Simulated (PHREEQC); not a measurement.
# Leach liquor (model solution)

Consider water at 25 °C with 0.024 mol/kgw H2SO4, 0.0025 mol/kgw LiCl and 3e-05 mol/kgw MgSO4. Closed to the air; pH follows from the charge balance.

Computed with PHREEQC (ion-association model, phreeqc.dat).

```json
{
  "pH": "1.54",
  "ionic_strength": "0.0450 mol/kgw",
  "specific_conductance": "12200 µS/cm",
  "total_alkalinity": "-48.0 meq/kg"
}
```

```tsv
species	molality	activity	log γ
H+	0.0333	0.0285	-0.066
HSO4-	0.0147	0.0122	-0.082
SO4-2	0.00924	0.00439	-0.323
Cl-	0.00250	0.00205	-0.086
Li+	0.00245	0.00206	-0.076
LiSO4-	4.75e-5	3.94e-5	-0.080
Mg+2	1.99e-5	9.89e-6	-0.304
MgSO4	1.01e-5	1.02e-5	0.005
```

Precipitation was switched off in this run.
